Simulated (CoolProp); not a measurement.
Normal hydrogen along the isotherm 34 K: density (kg/m³) from the reference equation and from simpler models built on Tc = 33.1 K, pc = 12.96 bar, ω = -0.219; each cubic takes its own stable root.

Computed with CoolProp (reference Helmholtz-energy equation of state, Leachman 2009).

```tsv
p (bar)	phase	reference
9.26	gas	9.029
18.5	supercritical	47.51
27.8	supercritical	54.51
37	supercritical	58.05
46.3	supercritical	60.60
55.6	supercritical	62.62
64.8	supercritical	64.30
74.1	supercritical	65.77
83.3	supercritical	67.06
92.6	supercritical	68.24
102	supercritical	69.33
111	supercritical	70.30
120	supercritical	71.19
130	supercritical	72.13
```

Q: How far does each simpler model (ideal gas, van der Waals, Redlich-Kwong, Peng-Robinson) lie from the reference over these 14 states: mean and median of the absolute difference, and the worst?

A: 
- ideal gas: mean 30.6 %, median 27.5 %, worst -72.2 % at 34 K and 18.5 bar
- van der Waals: mean 18.8 %, median 19.9 %, worst -21.0 % at 34 K and 18.5 bar
- Redlich-Kwong: mean 2.9 %, median 2.9 %, worst -9.7 % at 34 K and 18.5 bar
- Peng-Robinson: mean 12.2 %, median 14.0 %, worst +15.7 % at 34 K and 130 bar
